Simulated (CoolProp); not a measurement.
The fluid at 404.6 K and 0.0635 MPa flows at 0.28 m/s in a round tube of 100 mm bore and 15 µm roughness, fully developed (64/Re and Nu = 3.66 if laminar; Colebrook and Gnielinski if turbulent). The same conditions are run with several fluids, on thermodynamics alone (safety and materials aside).

Computed with CoolProp (reference Helmholtz-energy equation of state of each fluid (ethanol: Schroeder 2014; methanol: de Reuck 1993; ammonia: Gao 2020; C3F8 (R218): Lemmon 2006)).

Q: Rank ethanol, methanol, ammonia, C3F8 (R218) by Reynolds number, highest first.

A: C3F8 (R218) (5960), ethanol (2050), methanol (1300), ammonia (637)

```json
[
 {"fluid": "ethanol", "Darcy friction factor": "0.0312", "pressure drop (Pa/m)": "0.0107", "heat-transfer coefficient (W/(m² K))": "0.969", "mass flow (kg/h)": "6.95"},
 {"fluid": "methanol", "Darcy friction factor": "0.0493", "pressure drop (Pa/m)": "0.0118", "heat-transfer coefficient (W/(m² K))": "0.952", "mass flow (kg/h)": "4.82"},
 {"fluid": "ammonia", "Darcy friction factor": "0.100", "pressure drop (Pa/m)": "0.0127", "heat-transfer coefficient (W/(m² K))": "1.39", "mass flow (kg/h)": "2.55"},
 {"fluid": "C3F8 (R218)", "Darcy friction factor": "0.0358", "pressure drop (Pa/m)": "0.0500", "heat-transfer coefficient (W/(m² K))": "4.14", "mass flow (kg/h)": "28.2"}
]
```

Transport values come from each fluid's own correlations; those of C3F8 (R218) are estimates that may be off by 10 % or more.
